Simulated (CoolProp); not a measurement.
Chlorine at several states: fugacity coefficient from the reference equation and from simpler models built on Tc = 416.9 K, pc = 7642 kPa, ω = 0.070; each cubic takes its own stable root.

Values from CoolProp's reference Helmholtz-energy equation of state, Thol 2021.

```tsv
T (K)	p (kPa)	phase	reference
229.4	391	liquid	0.1630
291.6	319	gas	0.9576
339.6	8940	liquid	0.2204
401.8	20000	liquid	0.2875
```

Problem. How far does each simpler model (Redlich-Kwong, Peng-Robinson) lie from the reference over these 4 states: mean and median of the absolute difference, and the worst?

Solution. 
- Redlich-Kwong: mean 4.1 %, median 4.2 %, worst -7.4 % at 229.4 K and 391 kPa
- Peng-Robinson: mean 3.4 %, median 2.8 %, worst +8.0 % at 229.4 K and 391 kPa
